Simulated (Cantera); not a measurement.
## Adiabatic ignition

An adiabatic, constant-pressure homogeneous reactor starts with CO : H2 : O2 : N2 : CO2 = 1 : 0.21 : 0.747 : 3.06 : 0.049 (molar parts), at 1350 K and 4.90 bar.

Detailed kinetics in Cantera: GRI-Mech 3.0 (53 species, 325 reactions). The hydrogen kinetics of GRI-Mech 3.0 are dated; newer H2 mechanisms differ, most at raised pressure.

| t (s) | T (K) | x CO | x H2 | x O2 | x H | x HO2 | x NO |
|---|---|---|---|---|---|---|---|
| 4.00e-6 | 1350 | 0.197 | 0.0414 | 0.147 | 6.32e-6 | 4.27e-6 | <1e-12 |
| 1.50e-5 | 1911 | 0.132 | 0.00308 | 0.0872 | 0.00975 | 5.21e-5 | 1.85e-5 |
| 5.65e-5 | 2591 | 0.0604 | 0.00201 | 0.0560 | 0.00232 | 7.76e-6 | 0.000421 |
| 0.000213 | 2735 | 0.0443 | 0.00140 | 0.0486 | 0.00112 | 7.82e-6 | 0.00244 |
| 0.000799 | 2729 | 0.0439 | 0.00139 | 0.0459 | 0.00108 | 7.40e-6 | 0.00792 |
| 0.00300 | 2722 | 0.0437 | 0.00139 | 0.0433 | 0.00105 | 6.99e-6 | 0.0133 |
| 0.0113 | 2721 | 0.0437 | 0.00139 | 0.0431 | 0.00105 | 6.95e-6 | 0.0137 |
| 0.0425 | 2721 | 0.0437 | 0.00139 | 0.0431 | 0.00105 | 6.95e-6 | 0.0137 |
| 0.160 | 2721 | 0.0437 | 0.00139 | 0.0431 | 0.00105 | 6.95e-6 | 0.0137 |
| 0.600 | 2721 | 0.0437 | 0.00139 | 0.0431 | 0.00105 | 6.95e-6 | 0.0137 |
x: mole fraction; the columns are a selection and need not sum to one.

```yaml
time_of_steepest_temperature_rise: 10.5 µs
temperature at 0.600 s: 2721 K
equilibrium_temperature: 2721 K
x(CO) at 0.600 s: 0.0437 (gas-phase equilibrium 0.0437)
x(H2) at 0.600 s: 0.00139 (gas-phase equilibrium 0.00139)
x(O2) at 0.600 s: 0.0431 (gas-phase equilibrium 0.0431)
```
